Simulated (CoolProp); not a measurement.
Vapour-liquid equilibrium of benzene (1) + n-octane (2) at 0.0593 MPa; x and y are mole fractions of (1).

The numbers come from the multi-fluid Helmholtz-energy mixture model, Thol 2012 and Beckmüller 2019; pair parameters Bell 2016 in CoolProp.

| x | bubble temperature, mixture model (°C) | bubble temperature, Raoult's law (°C) | y, mixture model | y, Raoult's law |
|---|---|---|---|---|
| 0.05 | 102.4 | 103.3 | 0.185 | 0.166 |
| 0.2 | 90.0 | 93.0 | 0.539 | 0.500 |
| 0.35 | 81.4 | 84.9 | 0.718 | 0.693 |
| 0.5 | 75.5 | 78.5 | 0.818 | 0.814 |
| 0.65 | 71.1 | 73.2 | 0.884 | 0.894 |
| 0.8 | 67.7 | 68.7 | 0.935 | 0.949 |
| 0.95 | 64.6 | 64.8 | 0.983 | 0.989 |

The largest gap from Raoult's law is -3.5 K in bubble temperature, at x = 0.35. No azeotrope shows between x = 0.05 and 0.95.

Pair parameters are fitted to limited data, so mixtures are less certain than the pure fluids.
